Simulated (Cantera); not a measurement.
Input (Python, Cantera):

```python
import numpy as np
import cantera as ct

gas = ct.Solution("gri30.yaml")
gas.TPX = 325, 42000, {'CH4': 1, 'O2': 1.43, 'N2': 5.37}
flame = ct.FreeFlame(gas, width=0.073)
flame.set_refine_criteria(ratio=3, slope=0.08, curve=0.16)
flame.transport_model = "mixture-averaged"
flame.solve(loglevel=0, auto=True)
flame.transport_model = "multicomponent"
flame.soret_enabled = False
flame.solve(loglevel=0, refine_grid=True)
z, T = flame.grid, flame.T
thick = (T[-1] - T[0]) / np.gradient(T, z).max()
show = ['CH4', 'O2', 'N2O', 'CH3', 'C2H2', 'C2H6']
print(f"laminar burning velocity  {flame.velocity[0] * 100:.3f} cm/s")
print(f"burnt temperature         {T[-1]:.1f} K")
print(f"thermal thickness         {thick * 1e3:.4f} mm")
print(f"grid points               {len(z)}")
z0 = z[flame.heat_release_rate.argmax()]
print(f"{'z/mm':>9s}{'T/K':>9s}{'u/(m/s)':>9s}" + "".join(f"{s:>11s}" for s in show))
rows = []
for k in (-3, -2, -1.5, -1, -0.5, -0.25, 0, 0.25, 0.5, 1, 2, 4, 8):
    zz = z0 + k * thick
    rows.append([k * thick, np.interp(zz, z, T), np.interp(zz, z, flame.velocity),
                 *(np.interp(zz, z, flame.X[gas.species_index(s)]) for s in show)])
    print(f"{rows[-1][0] * 1e3:9.3f}{rows[-1][1]:9.1f}{rows[-1][2]:9.3f}" + "".join(f"{x:11.3e}" for x in rows[-1][3:]))
```

Result:

```
laminar burning velocity  26.503 cm/s
burnt temperature         1987.4 K
thermal thickness         1.5044 mm
grid points               151
     z/mm      T/K  u/(m/s)        CH4         O2        N2O        CH3       C2H2       C2H6
   -4.513    325.2    0.266  1.279e-01  1.829e-01  6.969e-14  1.019e-09  9.193e-09  1.751e-08
   -3.009    327.9    0.269  1.272e-01  1.819e-01  1.946e-12  1.379e-08  1.987e-07  4.623e-07
   -2.257    343.1    0.284  1.255e-01  1.799e-01  2.046e-11  9.155e-08  1.931e-06  5.437e-06
   -1.504    466.9    0.392  1.167e-01  1.699e-01  3.728e-10  2.040e-06  3.045e-05  1.134e-04
   -0.752    988.1    0.851  7.748e-02  1.235e-01  4.076e-09  2.490e-04  3.027e-04  1.292e-03
   -0.376   1391.3    1.214  4.214e-02  7.823e-02  8.662e-09  1.834e-03  7.166e-04  1.566e-03
    0.000   1738.1    1.534  1.138e-02  3.149e-02  1.189e-08  3.141e-03  1.386e-03  2.252e-04
    0.376   1891.9    1.673  1.577e-03  8.203e-03  9.821e-09  1.099e-03  9.534e-04  5.106e-06
    0.752   1932.9    1.707  2.211e-04  1.905e-03  7.337e-09  2.209e-04  3.638e-04  1.264e-07
    1.504   1949.2    1.717  9.827e-06  1.964e-04  4.881e-09  1.143e-05  5.238e-05  2.891e-10
    3.009   1957.3    1.722  2.227e-07  8.030e-05  3.334e-09  2.599e-07  2.084e-06  1.555e-13
    6.018   1966.1    1.729  2.830e-09  5.361e-05  2.209e-09  2.877e-09  2.466e-08  9.142e-17
   12.036   1975.9    1.736  1.301e-11  2.902e-05  1.624e-09  1.011e-11  8.683e-11 -5.028e-17
```

Computed with Cantera and GRI-Mech 3.0 (53 species, 325 reactions). Burning velocities carry a grid error of a few per cent, more on coarse grids.
